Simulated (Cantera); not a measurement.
An adiabatic, constant-volume homogeneous reactor starts with CH4 : H2 : O2 : N2 = 1 : 0.29 : 1.26 : 10.7 (molar parts), equivalence ratio 1.7, at 1175 K and 5.00 bar. Integrator tolerance rtol = 1e-08.

Model: GRI-Mech 3.0 (53 species, 325 reactions), integrated in Cantera.

**Question.** What does this change do: initial temperature 1175 to 1325 K?

**Answer.** 
| quantity | before | after |
|---|---|---|
| time of steepest temperature rise | 3.78 ms | 1.20 ms |
| temperature at 0.100 s | 2214 K | 2347 K |
| equilibrium temperature | 2214 K | 2347 K |
| x(CH4) at 0.100 s | 2.43e-10 (gas-phase equilibrium 2.73e-10) | 1.07e-10 (gas-phase equilibrium 1.20e-10) |
| x(H2) at 0.100 s | 0.0693 (gas-phase equilibrium 0.0693) | 0.0685 (gas-phase equilibrium 0.0685) |
| x(O2) at 0.100 s | 2.91e-7 (gas-phase equilibrium 2.91e-7) | 1.51e-6 (gas-phase equilibrium 1.51e-6) |
| x(HO2) at 0.100 s | 4.31e-10 (gas-phase equilibrium 4.31e-10) | 2.21e-9 (gas-phase equilibrium 2.21e-9) |
| x(H2O) at 0.100 s | 0.0940 (gas-phase equilibrium 0.0940) | 0.0944 (gas-phase equilibrium 0.0944) |

**Question.** What does this change do: H2 0.29 to 0.16 parts?

**Answer.** 
```tsv
quantity	before	after
time of steepest temperature rise	3.78 ms	7.30 ms
temperature at 0.100 s	2214 K	2223 K
equilibrium temperature	2214 K	2223 K
x(CH4) at 0.100 s	2.43e-10 (gas-phase equilibrium 2.73e-10)	1.65e-10 (gas-phase equilibrium 1.85e-10)
x(H2) at 0.100 s	0.0693 (gas-phase equilibrium 0.0693)	0.0619 (gas-phase equilibrium 0.0619)
x(O2) at 0.100 s	2.91e-7 (gas-phase equilibrium 2.91e-7)	4.03e-7 (gas-phase equilibrium 4.03e-7)
x(HO2) at 0.100 s	4.31e-10 (gas-phase equilibrium 4.31e-10)	5.66e-10 (gas-phase equilibrium 5.66e-10)
x(H2O) at 0.100 s	0.0940 (gas-phase equilibrium 0.0940)	0.0936 (gas-phase equilibrium 0.0936)
```

**Question.** What does this change do: initial temperature 1175 to 1300 K?

**Answer.** 
```json
[
 {"quantity": "time of steepest temperature rise", "before": "3.78 ms", "after": "1.46 ms"},
 {"quantity": "temperature at 0.100 s", "before": "2214 K", "after": "2325 K"},
 {"quantity": "equilibrium temperature", "before": "2214 K", "after": "2325 K"},
 {"quantity": "x(CH4) at 0.100 s", "before": "2.43e-10 (gas-phase equilibrium 2.73e-10)", "after": "1.22e-10 (gas-phase equilibrium 1.37e-10)"},
 {"quantity": "x(H2) at 0.100 s", "before": "0.0693 (gas-phase equilibrium 0.0693)", "after": "0.0686 (gas-phase equilibrium 0.0686)"},
 {"quantity": "x(O2) at 0.100 s", "before": "2.91e-7 (gas-phase equilibrium 2.91e-7)", "after": "1.16e-6 (gas-phase equilibrium 1.16e-6)"},
 {"quantity": "x(HO2) at 0.100 s", "before": "4.31e-10 (gas-phase equilibrium 4.31e-10)", "after": "1.71e-9 (gas-phase equilibrium 1.71e-9)"},
 {"quantity": "x(H2O) at 0.100 s", "before": "0.0940 (gas-phase equilibrium 0.0940)", "after": "0.0944 (gas-phase equilibrium 0.0944)"}
]
```
